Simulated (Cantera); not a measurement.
Feed: 1 mol SiH₂Cl₂, 0.067 mol O₃, 91 mol H₂, 20 mol H₂O, held at 1.00 bar.

These are equilibrium values from Cantera (NASA tables, ideal gas, pure condensed phases), not measurements of a reactor. Candidate condensed phases: H₂O, Si, SiO₂; 30 gas species. The tables hold silica as quartz up to 1696 K and as liquid above; real silica turns to tridymite and cristobalite and melts near 1996 K. Gases not in the tables: Si(OH)₄. Equilibrium is a limit: real reactors are often held back by kinetics, nucleation or transport.

Task: At 1777 °C, list the 4 most abundant gas species with their mole fractions, and the condensed phases.

Result: H₂ 0.818, H₂O 0.162, HCl 0.0176, H 0.00205. Condensed: SiO₂(l).
